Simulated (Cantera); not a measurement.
Charge: 1 mol BN, 0.21 mol O2, 1.8 mol Cl2, equilibrated at 850 K and 0.100 bar.

Cantera equilibrium calculation (NASA polynomials, part measured and part estimated; ideal gas, pure solids and liquids). Candidate condensed phases: B, BN, B2O3; 25 gas species. Equilibrium is a limit: real reactors are often held back by kinetics, nucleation or transport.

Base state: Cl2 0.371, BCl3 0.324, N2 0.258, B3O3Cl3 0.0474, Cl 5.38e-5 (mole fractions); condensed: B2O3(l).

What changes in the equilibrium state with this change: pressure from 0.100 bar to 4.10 Pa?


```tsv
species	before	after
Cl2	0.371	0.369
BCl3	0.324	0.323
N2	0.258	0.257
Cl	5.38e-5	0.00265
B3O3Cl3	0.0474	0.0474
B2O3(l), mol	0.0480	0.0480
```
